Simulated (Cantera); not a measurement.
A closed system holds: 1 mol SiHCl3, 6.3 mol NH3, 1.5 mol H2, at 133 Pa.

Cantera equilibrium calculation (NASA polynomials, part measured and part estimated; ideal gas, pure solids and liquids). Candidate condensed phases: NH4Cl, Si, Si3N4; 28 gas species. Gases not in the tables: Si2H6 and higher silanes. The numbers say what is thermodynamically allowed, not how fast it happens.

Problem. What share of the Si ends up in condensed phases as a function of T (K), at 850, 925, 1000, 1075, 1150, 1225, 1300, 1375, 1450, 1525, 1600, 1675, 1750?

Solution. 
| T (K) | Si condensed (%) | as |
|---|---|---|
| 850 | 98.9 | Si3N4(s) |
| 925 | 99.2 | Si3N4(s) |
| 1000 | 99.4 | Si3N4(s) |
| 1075 | 99.5 | Si3N4(s) |
| 1150 | 99.4 | Si3N4(s) |
| 1225 | 98.6 | Si3N4(s) |
| 1300 | 95.5 | Si3N4(s) |
| 1375 | 86.6 | Si3N4(s) |
| 1450 | 69.2 | Si3N4(s) |
| 1525 | 45.9 | Si3N4(s) |
| 1600 | 25.6 | Si(s) |
| 1675 | 24.0 | Si(s) |
| 1750 | 24.3 | Si(l) |
